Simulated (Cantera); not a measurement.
# Stirred combustor or abatement burner

A perfectly stirred reactor is fed with 10.8 % CH4, 0.509 % CO, 16.9 % O2, 63.4 % N2, 8.35 % CO2, at 0.987 atm; it is adiabatic with a 575 K inlet, and is followed from long to short residence time, starting on the burning branch (τ in s: 0.086, 0.036, 0.015, 0.0062, 0.0026, 0.0011, 0.00044, 0.00019, 7.7e-05, 3.2e-05).

Cantera simulation using GRI-Mech 3.0 (53 species, 325 reactions); the numbers are that mechanism's predictions, not measurements.

```
τ (s)    T (K)     x CH4     x CO      x O2     x OH    x H2   x C2H2
-------  -----  --------  -------  --------  -------  ------  -------
0.086     2062   1.91e-5   0.0725  0.000246  0.00112  0.0238  1.37e-7
0.036     2054   2.71e-5   0.0727  0.000443  0.00151  0.0239  2.18e-7
0.015     2041   4.09e-5   0.0729  0.000789  0.00200  0.0241  3.55e-7
0.0062    2024   6.70e-5   0.0734   0.00137  0.00257  0.0245  6.28e-7
0.0026    2001  0.000118   0.0741   0.00228  0.00314  0.0250  1.25e-6
0.0011    1973  0.000228   0.0751   0.00369  0.00357  0.0257  3.01e-6
0.00044   1934  0.000537   0.0769   0.00634  0.00364  0.0269  1.06e-5
0.00019    575     0.108  0.00509     0.169   <1e-12  <1e-12   <1e-12
7.7e-5     575     0.108  0.00509     0.169   <1e-12  <1e-12   <1e-12
3.2e-5     575     0.108  0.00509     0.169   <1e-12  <1e-12   <1e-12
```
x: mole fraction; the columns are a selection and need not sum to one.
